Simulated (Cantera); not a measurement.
A perfectly stirred reactor is fed with 3.23 % CH4, 96.8 % N2, at 0.987 atm; it is held at 1825 K, and followed from long to short residence time.

Cantera simulation using GRI-Mech 3.0 (53 species, 325 reactions); the numbers are that mechanism's predictions, not measurements. GRI-Mech 3.0 stops at C3 and has no aromatics, soot or wall deposition, so with more carbon than oxygen in the feed, carbon stays in small species such as C2H2 where larger ones or solid carbon would form.

Q: Predict: x(CH4) at τ = 3.80 s; x(CH3) at τ = 3.80 s; x(H) at τ = 3.80 s; x(C2H) at τ = 3.80 s; x(C2H2) at τ = 3.80 s; x(CH4) at τ = 30.0 ms; x(CH3) at τ = 30.0 ms; x(H) at τ = 30.0 ms; x(C2H) at τ = 30.0 ms; x(C2H2) at τ = 30.0 ms.

A: 
```
Item                       Value
----------------------  --------
x(CH4) at τ = 3.80 s    0.000604
x(CH3) at τ = 3.80 s     2.47e-5
x(H) at τ = 3.80 s       9.35e-5
x(C2H) at τ = 3.80 s     3.01e-7
x(C2H2) at τ = 3.80 s     0.0152
x(CH4) at τ = 30.0 ms    0.00664
x(CH3) at τ = 30.0 ms   0.000252
x(H) at τ = 30.0 ms      7.22e-5
x(C2H) at τ = 30.0 ms    2.32e-7
x(C2H2) at τ = 30.0 ms    0.0122
```
